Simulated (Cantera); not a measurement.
## Metals in furnace atmospheres: Cu + CO + N2 + H2O

Input: 1 mol Cu, 12 mol CO, 8.3 mol N2, 9.1 mol H2O.

These are equilibrium values from Cantera (NASA tables, ideal gas, pure condensed phases), not measurements of a reactor. Candidate condensed phases: C, C6H6, C7H8, C8H18, Cu, CuO, Cu(OH)2, Cu2O, H2O; 139 gas species. The numbers say what is thermodynamically allowed, not how fast it happens.

**Question.** Map the stable condensed phases over T = 525, 625, 725, 825, 925, 1025, 1125, 1225, 1325, 1425, 1525 °C and P in Pa = 10, 41, 160, 670, 2700, 11000, 45000, 180000, 740000, 3000000.

**Answer.** 
```
T in °C \ P in Pa
              10      41     160     670    2700   11000   45000  180000  740000 3000000
   1525        A       A       A       A       B       B       B       B       B       B
   1425        A       A       A       B       B       B       B       B       B       B
   1325        A       A       B       B       B       B       B       B       B       B
   1225        A       B       B       B       B       B       B       B       B       B
   1125        B       B       B       B       B       B       B       B       B       B
   1025        B       B       B       B       B       B       B       B       B       B
    925        B       B       B       B       B       B       B       B       B       B
    825        B       B       B       B       B       B       B       B       B       B
    725        B       B       B       B       B       B       B       B       B       C
    625        B       B       B       B       B       B       B       C       C       C
    525        B       B       B       B       B       C       C       C       C       C
```
A: gas only; B: Cu; C: C + Cu.
